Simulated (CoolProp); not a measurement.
Propyne at several states: fugacity coefficient from the reference equation and from simpler models built on Tc = 402.7 K, pc = 5.658 MPa, ω = 0.204; each cubic takes its own stable root.

Values from CoolProp's reference Helmholtz-energy equation of state, Polt 1992. This equation is an older, rougher fit; its heat capacities, sound speeds and derivatives of the liquid may be far off and weren't checked against measurements.

```csv
T (K),p (MPa),phase,reference,van der Waals,Redlich-Kwong,Soave-Redlich-Kwong
315.7,0.735,gas,0.8998,0.9316,0.9130,0.9075
292.1,0.0422,gas,0.9926,0.9953,0.9938,0.9933
353.4,17.3,liquid,0.1505,0.2487,0.1783,0.1613
360.6,27.5,liquid,0.1360,0.2370,0.1618,0.1484
```
